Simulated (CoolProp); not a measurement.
Normal hydrogen along the isotherm 22 K: density (kg/m³) from the reference equation and from simpler models built on Tc = 33.1 K, pc = 12.96 bar, ω = -0.219; each cubic takes its own stable root.

Computed with CoolProp (reference Helmholtz-energy equation of state, Leachman 2009).

```tsv
p (bar)	phase	reference
0.205	gas	0.2293
0.421	gas	0.4785
0.864	gas	1.018
1.77	liquid	68.92
3.64	liquid	69.22
7.49	liquid	69.81
15.4	liquid	70.91
31.6	liquid	72.84
64.8	liquid	75.98
```

How far does each simpler model (Redlich-Kwong, Peng-Robinson) lie from the reference over these 9 states: mean and median of the absolute difference, and the worst?


- Redlich-Kwong: mean 888.8 %, median 17.1 %, worst +7897.1 % at 22 K and 0.864 bar
- Peng-Robinson: mean 15.4 %, median 23.0 %, worst +23.3 % at 22 K and 31.6 bar

At some of these states Redlich-Kwong gives the other phase, because its saturation line lies elsewhere.
